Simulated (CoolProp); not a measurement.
Computed with CoolProp (reference Helmholtz-energy equation of state, Setzmann 1991).

Question: For methane, give the phase and the cv (kJ/(kg K)), Prandtl number at 178.7 K and 482 kPa.

Answer: 
- 178.7 K and 482 kPa: gas; cv 1.59, Prandtl number 0.790

Viscosity comes from a separate model (Quiñones-Cisneros 2006). Thermal conductivity comes from a separate model (Friend 1989).
